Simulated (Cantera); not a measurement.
A closed system holds: 1 mol (CH₃)₂SiCl₂, 0.023 mol C₃H₈, 1100 mol H₂, held at 1127 °C and 2.85 Torr.

Cantera equilibrium calculation (NASA polynomials, part measured and part estimated; ideal gas, pure solids and liquids). Candidate condensed phases: C, C₆H₆, C₇H₈, C₈H₁₈, Si, SiC; 109 gas species. The feed counts by its element totals alone. Kinetics and transport are ignored.

Base state: H₂ 0.998, HCl 0.00181, H 7.88e-5, CH₄ 1.64e-5 (mole fractions); condensed: C(graphite) + SiC(s).

What changes in the equilibrium state with this change: temperature from 1127 °C to 1827 °C?


| species | before | after |
|---|---|---|
| H₂ | 0.998 | 0.947 |
| H | 7.88e-5 | 0.0492 |
| HCl | 0.00181 | 0.00170 |
| C₂H₂ (acetylene) | 2.51e-6 | 0.000873 |
| Si | 1.04e-9 | 0.000802 |
| SiC₂ | <1e-9 | 3.30e-5 |
| SiH | <1e-9 | 2.61e-5 |
| Cl | 1.18e-7 | 6.49e-5 |
| CH₄ | 1.64e-5 | 8.99e-7 |
| C(graphite), mol | 1.05 | 0 |
| SiC(s), mol | 1.000 | 0 |
